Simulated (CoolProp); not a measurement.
Vapour-liquid equilibrium of propylene (1) + 1-butene (2) at 299.5 K; x and y are mole fractions of (1).

The numbers come from the multi-fluid Helmholtz-energy mixture model, Lemmon 2013 and Lemmon 2005; pair parameters Bell 2016 in CoolProp.

**Question.** Give the bubble pressure and the first vapour's composition at x = 0.05, 0.35, 0.95. Is there an azeotrope?

**Answer.** x = 0.05: 0.3494 MPa, y = 0.148; x = 0.35: 0.5961 MPa, y = 0.631; x = 0.95: 1.143 MPa, y = 0.982. No azeotrope shows between x = 0.05 and 0.95.

The pair parameters rest on a limited set of measurements; away from them the model extrapolates.
